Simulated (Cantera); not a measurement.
A closed system holds: 1 mol C2H4, 0.44 mol H2, held at 500 °C.

Cantera equilibrium calculation (NASA polynomials, part measured and part estimated; ideal gas, pure solids and liquids). Candidate condensed phases: C, C6H6, C7H8, C8H18; 76 gas species. The ideal-gas law is rough above about 30 bar. Kinetics and transport are ignored.

What share of the C ends up in condensed phases as a function of P (Pa), at 10, 100, 1000, 10000, 100000, 1000000, 10000000?


| P (Pa) | C condensed (%) | as |
|---|---|---|
| 10 | 100.0 | C(graphite) |
| 100 | 99.7 | C(graphite) |
| 1000 | 97.6 | C(graphite) |
| 10000 | 83.9 | C(graphite) |
| 100000 | 58.8 | C(graphite) |
| 1000000 | 45.6 | C(graphite) |
| 10000000 | 41.1 | C(graphite) |
